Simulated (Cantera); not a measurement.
A perfectly stirred reactor is fed with 70.4 % N2O, 29.6 % N2, at 6800 Pa; it is held at 1600 K, and followed from long to short residence time.

Detailed kinetics in Cantera: GRI-Mech 3.0 (53 species, 325 reactions). GRI-Mech 3.0 was tuned for natural gas; its chemistry of N2O as a main component is partial and can be far from experiment. The temperature is held fixed by assumption; the heat of reaction is taken as removed at once.

### Question
Predict: x(N2O) at τ = 10.0 s; x(O) at τ = 10.0 s; x(O2) at τ = 10.0 s; x(NO) at τ = 10.0 s; x(N2) at τ = 10.0 s; x(N2O) at τ = 0.160 s; x(O) at τ = 0.160 s; x(O2) at τ = 0.160 s; x(NO) at τ = 0.160 s; x(N2) at τ = 0.160 s.

### Answer
```
Property                 Result
---------------------  --------
x(N2O) at τ = 10.0 s    0.00559
x(O) at τ = 10.0 s      9.66e-5
x(O2) at τ = 10.0 s       0.204
x(NO) at τ = 10.0 s       0.108
x(N2) at τ = 10.0 s       0.682
x(N2O) at τ = 0.160 s     0.199
x(O) at τ = 0.160 s    0.000170
x(O2) at τ = 0.160 s      0.132
x(NO) at τ = 0.160 s      0.110
x(N2) at τ = 0.160 s      0.559
```
